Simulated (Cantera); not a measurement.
Feed: 1 mol SiC, 0.1 mol H₂O, 910 mol N₂, held at 1100 K and 120 Pa.

Method: chemical equilibrium by Gibbs-energy minimisation in Cantera with the NASA 1993 tables (ideal gas, pure condensed phases). Candidate condensed phases: C, C₆H₆, C₇H₈, C₈H₁₈, H₂O, Si, SiC, SiO₂, Si₂N₂O, Si₃N₄; 151 gas species. N₂ is the only nitrogen source here; it is nearly inert below about 1500 K, so the nitride shown seldom forms there in practice. Mutual solubility and eutectic melting of coexisting phases are not modelled. Rates play no part.

Base state: N₂ 1.000, H₂ 0.000110 (mole fractions); condensed: C(graphite) + Si₂N₂O(s) + Si₃N₄(s).

Problem. What changes in the equilibrium state with this change: SiC replaced by Si₃N₄?

Solution. 
```tsv
species	before	after
N₂	1.000	1.000
H₂	0.000110	0.000110
C(graphite), mol	0.999	0
Si₂N₂O(s), mol	0.0995	0.100
Si₃N₄(s), mol	0.267	0.933
```
